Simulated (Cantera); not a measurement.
Silicon epitaxy and polysilicon growth: SiCl4 + HCl + N2

Feed: 1 mol SiCl4, 0.95 mol HCl, a varied amount of N2, equilibrated at 1302 °C and 7200 Pa.

Cantera equilibrium calculation (NASA polynomials, part measured and part estimated; ideal gas, pure solids and liquids). Candidate condensed phases: NH4Cl, Si, Si3N4; 28 gas species. The tables' values for SiCl3 are old estimates; treat these amounts as uncertain. Equilibrium is a limit: real reactors are often held back by kinetics, nucleation or transport.

From 7.9 mol N2 to 62 mol N2 nothing is condensed. The main Si-bearing gas is SiCl4 throughout.

| n(N2) (mol) | x N2 | x SiCl4 | x HCl | x Cl | x SiCl3 |
|---|---|---|---|---|---|
| 7.9 | 0.799 | 0.0978 | 0.0961 | 0.00348 | 0.00313 |
| 9.9 | 0.833 | 0.0810 | 0.0799 | 0.00319 | 0.00282 |
| 12 | 0.858 | 0.0686 | 0.0679 | 0.00296 | 0.00258 |
| 16 | 0.889 | 0.0531 | 0.0528 | 0.00264 | 0.00224 |
| 20 | 0.909 | 0.0432 | 0.0432 | 0.00240 | 0.00200 |
| 25 | 0.926 | 0.0350 | 0.0352 | 0.00219 | 0.00178 |
| 31 | 0.939 | 0.0285 | 0.0288 | 0.00200 | 0.00159 |
| 39 | 0.951 | 0.0227 | 0.0232 | 0.00181 | 0.00140 |
| 50 | 0.961 | 0.0178 | 0.0183 | 0.00162 | 0.00122 |
| 62 | 0.968 | 0.0143 | 0.0148 | 0.00148 | 0.00108 |
x: gas mole fraction; nothing condenses.
